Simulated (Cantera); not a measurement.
**Thermodynamics of silicon nitride deposition, feed SiCl₄ + NH₃**

Charge: 1 mol SiCl₄, a varied amount of NH₃, equilibrated at 1173.15 K and 0.190 bar.

Method: chemical equilibrium by Gibbs-energy minimisation in Cantera with the NASA 1993 tables (ideal gas, pure condensed phases). Candidate condensed phases: NH₄Cl, Si, Si₃N₄; 28 gas species. The tables' values for SiCl₃ are old estimates; treat these amounts as uncertain. The numbers say what is thermodynamically allowed, not how fast it happens.

```json
[
 {"n(NH₃) (mol)": "0.19", "x H₂": "0.0770", "x SiCl₄": "0.640", "x HCl": "0.245", "x N₂": "0.0281", "n Si₃N₄(s)": "0.0277"},
 {"n(NH₃) (mol)": "0.32", "x H₂": "0.124", "x SiCl₄": "0.508", "x HCl": "0.316", "x N₂": "0.0436", "n Si₃N₄(s)": "0.0432"},
 {"n(NH₃) (mol)": "0.52", "x H₂": "0.180", "x SiCl₄": "0.375", "x HCl": "0.375", "x N₂": "0.0620", "n Si₃N₄(s)": "0.0646"},
 {"n(NH₃) (mol)": "0.86", "x H₂": "0.248", "x SiCl₄": "0.247", "x HCl": "0.416", "x N₂": "0.0841", "n Si₃N₄(s)": "0.0965"},
 {"n(NH₃) (mol)": "1.4", "x H₂": "0.317", "x SiCl₄": "0.144", "x HCl": "0.428", "x N₂": "0.107", "n Si₃N₄(s)": "0.139"},
 {"n(NH₃) (mol)": "2.3", "x H₂": "0.390", "x SiCl₄": "0.0687", "x HCl": "0.408", "x N₂": "0.131", "n Si₃N₄(s)": "0.196"},
 {"n(NH₃) (mol)": "3.8", "x H₂": "0.466", "x SiCl₄": "0.0238", "x HCl": "0.353", "x N₂": "0.156", "n Si₃N₄(s)": "0.260"},
 {"n(NH₃) (mol)": "6.3", "x H₂": "0.546", "x SiCl₄": "0.00507", "x HCl": "0.266", "x N₂": "0.182", "n Si₃N₄(s)": "0.308"},
 {"n(NH₃) (mol)": "10", "x H₂": "0.611", "x SiCl₄": "0.000854", "x HCl": "0.184", "x N₂": "0.204", "n Si₃N₄(s)": "0.327"},
 {"n(NH₃) (mol)": "17", "x H₂": "0.665", "x SiCl₄": "9.65e-5", "x HCl": "0.113", "x N₂": "0.222", "n Si₃N₄(s)": "0.332"},
 {"n(NH₃) (mol)": "28", "x H₂": "0.698", "x SiCl₄": "1.24e-5", "x HCl": "0.0697", "x N₂": "0.233", "n Si₃N₄(s)": "0.333"},
 {"n(NH₃) (mol)": "46", "x H₂": "0.718", "x SiCl₄": "1.64e-6", "x HCl": "0.0428", "x N₂": "0.239", "n Si₃N₄(s)": "0.333"}
]
```
x: gas mole fraction; n: condensed amount in mol.

From 0.19 mol NH₃ to 46 mol NH₃ the condensed part is Si₃N₄(s). The main Si-bearing gas is SiCl₄ throughout. The share of Si in condensed phases is highest at 46 mol NH₃ (100.0 %) and lowest at 0.19 mol NH₃ (8.3 %).
